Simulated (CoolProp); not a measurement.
Aqueous ethanol as a coolant, 49 % by mass, freezing at -36.9 °C, 1 atm.

The numbers come from the Melinder's fits for secondary coolants in CoolProp.

| T (°C) | conductivity (W/(m K)) | Prandtl number | density (kg/m³) | viscosity (mPa s) |
|---|---|---|---|---|
| -10.3 | 0.313 | 129 | 939.5 | 11.4 |
| -5.2 | 0.314 | 98.8 | 935.6 | 8.63 |
| -0.2 | 0.316 | 77.7 | 931.7 | 6.71 |
| 4.9 | 0.317 | 61.9 | 927.7 | 5.29 |
| 10 | 0.319 | 50.1 | 923.7 | 4.24 |
| 15.1 | 0.320 | 41.1 | 919.7 | 3.45 |
| 20.2 | 0.321 | 34.1 | 915.7 | 2.85 |
| 25.2 | 0.323 | 28.7 | 911.7 | 2.38 |
| 30.3 | 0.324 | 24.2 | 907.6 | 2.01 |
| 35.4 | 0.325 | 20.6 | 903.5 | 1.70 |
